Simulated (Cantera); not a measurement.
An adiabatic, constant-pressure homogeneous reactor starts with H2 : O2 : N2 = 1 : 0.417 : 1.57 (molar parts), at 1550 K and 188 Torr. Integrator tolerance rtol = 1e-08.

Cantera simulation using the H2/O2 subset of GRI-Mech 3.0, which has no nitrogen chemistry; the numbers are that mechanism's predictions, not measurements.

Problem. What does this change do: constant volume in place of constant pressure?

Solution. 
```json
[
 {"quantity": "time of steepest temperature rise", "before": "43.8 µs", "after": "43.5 µs"},
 {"quantity": "temperature at 0.500 s", "before": "2761 K", "after": "2875 K"},
 {"quantity": "equilibrium temperature", "before": "2761 K", "after": "2875 K"},
 {"quantity": "x(H2) at 0.500 s", "before": "0.0872 (gas-phase equilibrium 0.0872)", "after": "0.0912 (gas-phase equilibrium 0.0912)"},
 {"quantity": "x(O2) at 0.500 s", "before": "0.0109 (gas-phase equilibrium 0.0109)", "after": "0.0124 (gas-phase equilibrium 0.0124)"},
 {"quantity": "x(OH) at 0.500 s", "before": "0.0319 (gas-phase equilibrium 0.0319)", "after": "0.0369 (gas-phase equilibrium 0.0369)"},
 {"quantity": "x(H2O2) at 0.500 s", "before": "1.48e-7 (gas-phase equilibrium 1.48e-7)", "after": "2.37e-7 (gas-phase equilibrium 2.37e-7)"},
 {"quantity": "x(HO2) at 0.500 s", "before": "3.17e-6 (gas-phase equilibrium 3.17e-6)", "after": "4.88e-6 (gas-phase equilibrium 4.88e-6)"},
 {"quantity": "x(H2O) at 0.500 s", "before": "0.242 (gas-phase equilibrium 0.242)", "after": "0.229 (gas-phase equilibrium 0.229)"},
 {"quantity": "x(H) at 0.500 s", "before": "0.0424 (gas-phase equilibrium 0.0424)", "after": "0.0492 (gas-phase equilibrium 0.0492)"}
]
```
